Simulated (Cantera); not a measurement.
## Equilibrium for silicon nitride deposition: SiHCl3 + NH3 + N2

Feed: 1 mol SiHCl3, 2.5 mol NH3, 1.3 mol N2, held at 802 °C and 1.00 bar.

Cantera equilibrium calculation (NASA polynomials, part measured and part estimated; ideal gas, pure solids and liquids). Candidate condensed phases: NH4Cl, Si, Si3N4; 28 gas species. The tables' values for SiCl3 are old estimates; treat these amounts as uncertain. Equilibrium is a limit: real reactors are often held back by kinetics, nucleation or transport.

| Quantity | Value |
|---|---|
| x(H2) | 0.413 |
| x(HCl) | 0.296 |
| x(N2) | 0.266 |
| x(SiCl4) | 0.0248 |
| x(SiHCl3) | 0.000430 |
| x(NH3) | 5.01e-5 |
| x(SiCl3) | 2.85e-5 |
| n(Si3N4(s)) | 0.270 mol |
| gas amount | 7.569 mol |
| log10 activity of Si(s) (absent) | -5.90 |
